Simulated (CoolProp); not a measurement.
Values from CoolProp's reference Helmholtz-energy equation of state, Penoncello 2003.

Problem. Give the vapour pressure (bar), liquid cp (kJ/(kg K)), surface tension (mN/m) of saturated CHF3 (R23) at 182.7 K.

Solution. 
```csv
T (K),p (bar),liquid cp (kJ/(kg K)),surface tension (mN/m)
182.7,0.606,1.22,18.5
```

Surface tension comes from a separate correlation (Mulero 2012).
